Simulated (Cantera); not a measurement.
Input (Python, Cantera):

```python
import numpy as np
import cantera as ct

gas = ct.Solution("gri30.yaml")
gas.TPX = 1700, 660000, {'C3H8': 1, 'O2': 3.85, 'N2': 25}
reactor = ct.IdealGasReactor(gas, energy="on", clone=False)
net = ct.ReactorNet([reactor])
net.rtol, net.atol = 1e-08, 1e-16
show = ['C3H8', 'O2', 'NO', 'CO2', 'CH4', 'H2O2']
times = np.geomspace(1e-06, 1, 12)

steps = ct.SolutionArray(gas, extra=["t"])
rows = []
print(f"{'t/s':>10s}{'T/K':>9s}{'P/Pa':>11s}" + "".join(f"{s:>11s}" for s in show))
for t in times:
    while net.time < t:
        t_next = net.step()
        steps.append(gas.state, t=t_next)
    rows.append([np.interp(t, steps.t, y) for y in (steps.T, steps.P, *steps(*show).X.T)])
    print(f"{t:10.3e}{rows[-1][0]:9.1f}{rows[-1][1]:11.4g}" + "".join(f"{x:11.3e}" for x in rows[-1][2:]))
rate = np.gradient(steps.T, steps.t)
print("integrator steps:", len(steps.t))
if steps.T.max() > steps.T[0] + 200:
    print(f"time of steepest temperature rise: {steps.t[rate.argmax()]:.4e} s")
gas.TPX = 1700, 660000, {'C3H8': 1, 'O2': 3.85, 'N2': 25}
gas.equilibrate("UV")
print(f"equilibrium (UV): T = {gas.T:.1f} K  " + "  ".join(f"{s} {gas[s].X[0]:.3e}" for s in show))
```

It prints:

```
       t/s      T/K       P/Pa       C3H8         O2         NO        CO2        CH4       H2O2
 1.000e-06   1679.9  6.555e+05  2.918e-02  1.274e-01  9.955e-11  1.853e-05  2.054e-04  6.824e-06
 3.511e-06   1700.0  6.751e+05  1.508e-02  1.184e-01  2.361e-09  2.436e-04  2.176e-03  1.523e-05
 1.233e-05   2890.8  1.225e+06  6.955e-37  4.470e-03  4.591e-04  3.177e-02  3.048e-13  3.369e-07
 4.329e-05   2975.5  1.254e+06  4.070e-36  2.510e-03  1.797e-03  3.409e-02  6.383e-13  2.786e-07
 1.520e-04   2964.6   1.25e+06  5.249e-36  2.203e-03  3.908e-03  3.350e-02  7.099e-13  2.553e-07
 5.337e-04   2961.3  1.248e+06  5.648e-36  2.118e-03  4.529e-03  3.332e-02  7.320e-13  2.487e-07
 1.874e-03   2961.3  1.248e+06  5.650e-36  2.118e-03  4.532e-03  3.332e-02  7.321e-13  2.487e-07
 6.579e-03   2961.3  1.248e+06  5.650e-36  2.118e-03  4.532e-03  3.332e-02  7.321e-13  2.487e-07
 2.310e-02   2961.3  1.248e+06  5.650e-36  2.118e-03  4.532e-03  3.332e-02  7.321e-13  2.487e-07
 8.111e-02   2961.3  1.248e+06  5.650e-36  2.118e-03  4.532e-03  3.332e-02  7.321e-13  2.487e-07
 2.848e-01   2961.3  1.248e+06  5.650e-36  2.118e-03  4.532e-03  3.332e-02  7.321e-13  2.487e-07
 1.000e+00   2961.3  1.248e+06  5.650e-36  2.118e-03  4.532e-03  3.332e-02  7.321e-13  2.487e-07
integrator steps: 1577
time of steepest temperature rise: 6.6245e-06 s
equilibrium (UV): T = 2961.3 K  C3H8 8.199e-36  O2 2.118e-03  NO 4.532e-03  CO2 3.332e-02  CH4 8.733e-13  H2O2 2.487e-07
```

Computed with Cantera and GRI-Mech 3.0 (53 species, 325 reactions). GRI-Mech 3.0 was tuned for natural gas; its chemistry of propane as a main component is partial and can be far from experiment.
